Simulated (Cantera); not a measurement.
An adiabatic, constant-volume homogeneous reactor starts with H2 : O2 : N2 : NO = 1 : 1.52 : 5.7 : 0.071 (molar parts), at 1575 K and 1.10 bar.

Cantera simulation using GRI-Mech 3.0 (53 species, 325 reactions); the numbers are that mechanism's predictions, not measurements.

One state of this run: T (K) = 2485; P (bar) = 1.64; x H2 = 0.00149; x O2 = 0.123; x N2O = 1.12e-6; x NO = 0.0165; x H = 0.000715; x H2O2 = 3.67e-7. x: mole fraction; the columns are a selection and need not sum to one.

Problem. Which value of t (s) does it belong to?
A. 0.000101
B. 2.01e-5
C. 1.60
D. 4.00e-6

Solution. C, 1.60
